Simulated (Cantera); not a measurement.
A perfectly stirred reactor is fed with C3H8 : H2 = 1 : 200 (molar parts), at 0.0267 bar; it is held at 2000 K, and followed from long to short residence time.

Cantera simulation using GRI-Mech 3.0 (53 species, 325 reactions); the numbers are that mechanism's predictions, not measurements. GRI-Mech 3.0 was tuned for natural gas; its chemistry of propane as a main component is partial and can be far from experiment. GRI-Mech 3.0 stops at C3 and has no aromatics, soot or wall deposition, so with more carbon than oxygen in the feed, carbon stays in small species such as C2H2 where larger ones or solid carbon would form. Radical loss at walls, strong at low pressure, is not modelled.

Problem. What does this change do: H2 200 to 93 parts?

Solution. 
| quantity | before | after |
|---|---|---|
| x(C3H8) at τ = 2.70 s | 1.82e-8 | 3.82e-8 |
| x(H2) at τ = 2.70 s | 0.983 | 0.975 |
| x(C2H2) at τ = 2.70 s | 0.00702 | 0.0150 |
| x(C2H) at τ = 2.70 s | 1.23e-6 | 2.64e-6 |
| x(H) at τ = 2.70 s | 0.00920 | 0.00921 |
| x(C3H8) at τ = 76.0 ms | 8.12e-7 | 1.65e-6 |
| x(H2) at τ = 76.0 ms | 0.984 | 0.975 |
| x(C2H2) at τ = 76.0 ms | 0.00543 | 0.0125 |
| x(C2H) at τ = 76.0 ms | 6.89e-7 | 1.68e-6 |
| x(H) at τ = 76.0 ms | 0.00668 | 0.00702 |
